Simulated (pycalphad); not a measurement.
CALPHAD calculation (pycalphad, COST 507 light-alloy database (1999)), 1 atm. The data set is of 1999 and partly superseded. Amounts are mole fractions of atoms.

Give the equilibrium state of Si-25.4Ti (wt.%) at 1000 K.

DIAMOND_A4, fraction 0.501, with <0.01 Ti wt.%; SI2TI, fraction 0.499, with 46.0 Ti wt.%.

Database names, with the compositions (at.%) that they take in these runs: SI2TI: Si 67 Ti 33. DIAMOND_A4 is diamond (Si).
